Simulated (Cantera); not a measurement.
Feed: 1 mol Si3N4, 0.62 mol H2O, 0.9 mol H2, 16 mol HF, equilibrated at 1900 Pa.

Method: chemical equilibrium by Gibbs-energy minimisation in Cantera with the NASA 1993 tables (ideal gas, pure condensed phases). Candidate condensed phases: H2O, Si, SiO2, Si2N2O, Si3N4; 58 gas species. The tables hold silica as quartz up to 1696 K and as liquid above; real silica turns to tridymite and cristobalite and melts near 1996 K. Equilibrium is a limit: real reactors are often held back by kinetics, nucleation or transport.

**Question.** Which condensed phases are stable at each of these points (T (°C)): 677, 727, 777, 827, 877, 927, 977, 1027?

**Answer.** 
```csv
T (°C),condensed phases,Si condensed (%)
677,gas only,0.0
727,gas only,0.0
777,SiO2(β-quartz),1.4
827,SiO2(β-quartz),2.9
877,SiO2(β-quartz),4.2
927,SiO2(β-quartz),5.2
977,SiO2(β-quartz),6.0
1027,SiO2(β-quartz),6.7
```

From 677 °C to 727 °C nothing is condensed. From 777 °C to 1027 °C the condensed part is SiO2(β-quartz).
